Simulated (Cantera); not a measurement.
Source: NASA polynomial tables (part measured, part estimated), evaluated in Cantera. Values are per mole of reaction as written; species without (g) are pure solids or liquids, kept so even where they would boil at 1 bar. TiC: taken at fixed stoichiometry.

TiCl4(g) + 2 C ⇌ TiC + CCl4(g)

```tsv
T (K)	ΔH° (kJ)	ΔS° (J/K)	ΔG° (kJ)	log10 K
1573	492.1	-19.9	523.5	-17.38
1648	[?]	[?]	[?]	[?]
1723	493.1	-19.3	526.4	-15.96
1798	493.6	-19.0	527.8	-15.33
1873	494.1	-18.7	529.3	-14.76
1948	[?]	[?]	[?]	[?]
2023	495.4	-18.1	532.0	-13.74
2098	[?]	[?]	[?]	[?]
```

**Question.** Fill in the missing entries.

**Answer.** 
- 1648, ΔH° (kJ): 492.6
- 1648, ΔS° (J/K): -19.6
- 1648, ΔG° (kJ): 524.9
- 1648, log10 K: -16.64
- 1948, ΔH° (kJ): 494.7
- 1948, ΔS° (J/K): -18.4
- 1948, ΔG° (kJ): 530.6
- 1948, log10 K: -14.23
- 2098, ΔH° (kJ): 496.0
- 2098, ΔS° (J/K): -17.8
- 2098, ΔG° (kJ): 533.4
- 2098, log10 K: -13.28
